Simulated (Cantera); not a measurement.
A closed system holds: 1 mol Hg, 5 mol N2, equilibrated at 1000 K and 3.45 Torr.

Cantera equilibrium calculation (NASA polynomials, part measured and part estimated; ideal gas, pure solids and liquids). Candidate condensed phases: Hg; 3 gas species. Kinetics and transport are ignored.

Base state: N2 0.833, Hg 0.167 (mole fractions); condensed: gas only.

**Question.** What changes in the equilibrium state with this change: Hg replaced by HgO?

**Answer.** 
```
species  before    after
-------  ------  -------
N2        0.833    0.769
Hg        0.167    0.154
O2            0   0.0769
NO            0  1.87e-5
```
Further candidate phases: HgO.
